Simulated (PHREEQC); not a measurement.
1 kg of water holding 0.61 mol KCl and 0.29 mol K2CO3 is evaporated at 15 °C; the solids stay in contact with the brine. CO2 is held at log p = -3.4 (atm). Solids allowed: Kalicinite, Sylvite. Others were left out.

Model: Pitzer model, pitzer.dat, run in PHREEQC.

```json
[
 {"water left (kg)": "0.9989", "ionic strength": "1.42", "water activity": "0.967", "Sylvite (mol)": "0", "C in solution (mol/kgw)": "0.353"},
 {"water left (kg)": "0.8209", "ionic strength": "1.73", "water activity": "0.961", "Sylvite (mol)": "0", "C in solution (mol/kgw)": "0.423"},
 {"water left (kg)": "0.6746", "ionic strength": "2.12", "water activity": "0.952", "Sylvite (mol)": "0", "C in solution (mol/kgw)": "…"},
 {"water left (kg)": "0.4556", "ionic strength": "3.16", "water activity": "0.930", "Sylvite (mol)": "0", "C in solution (mol/kgw)": "0.729"},
 {"water left (kg)": "0.3744", "ionic strength": "3.85", "water activity": "0.914", "Sylvite (mol)": "0", "C in solution (mol/kgw)": "…"},
 {"water left (kg)": "0.3077", "ionic strength": "4.69", "water activity": "0.894", "Sylvite (mol)": "0", "C in solution (mol/kgw)": "1.06"},
 {"water left (kg)": "0.2528", "ionic strength": "5.72", "water activity": "0.869", "Sylvite (mol)": "0", "C in solution (mol/kgw)": "1.28"},
 {"water left (kg)": "0.2077", "ionic strength": "6.97", "water activity": "0.837", "Sylvite (mol)": "0", "C in solution (mol/kgw)": "1.55"},
 {"water left (kg)": "0.1706", "ionic strength": "7.85", "water activity": "…", "Sylvite (mol)": "0.108", "C in solution (mol/kgw)": "1.89"},
 {"water left (kg)": "0.1401", "ionic strength": "8.66", "water activity": "0.807", "Sylvite (mol)": "0.235", "C in solution (mol/kgw)": "…"},
 {"water left (kg)": "0.09446", "ionic strength": "10.9", "water activity": "0.770", "Sylvite (mol)": "0.417", "C in solution (mol/kgw)": "3.43"},
 {"water left (kg)": "0.07748", "ionic strength": "12.4", "water activity": "0.741", "Sylvite (mol)": "0.480", "C in solution (mol/kgw)": "4.22"},
 {"water left (kg)": "0.06348", "ionic strength": "14.4", "water activity": "0.704", "Sylvite (mol)": "0.526", "C in solution (mol/kgw)": "5.22"}
]
```

Task: Complete the blanks.

Result: 
- 0.6746, C in solution (mol/kgw): 0.506
- 0.3744, C in solution (mol/kgw): 0.878
- 0.1706, water activity: 0.819
- 0.1401, C in solution (mol/kgw): 2.30
